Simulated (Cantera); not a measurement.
A freely propagating, adiabatic, planar premixed flame of H₂ : O₂ : N₂ = 1 : 0.87 : 2.61 (molar parts), equivalence ratio 0.57, unburnt at 450 K and 100.0 Torr; mixture-averaged transport, grid criteria slope 0.08 and curve 0.16, no radiation.

Computed with Cantera and the H2/O2 subset of GRI-Mech 3.0, which has no nitrogen chemistry. Burning velocities carry a grid error of a few per cent, more on coarse grids. Lean hydrogen flames are cellular in practice and burn faster than this planar one.

**Question.** Predict: laminar burning velocity; thermal thickness; peak x(O); peak x(OH); peak x(H₂O₂).

**Answer.** 
| Property | Result |
|---|---|
| laminar burning velocity | 284 cm/s |
| thermal thickness | 5.11 mm |
| peak x(O) | 0.0178 |
| peak x(OH) | 0.0143 |
| peak x(H₂O₂) | 1.08e-5 |
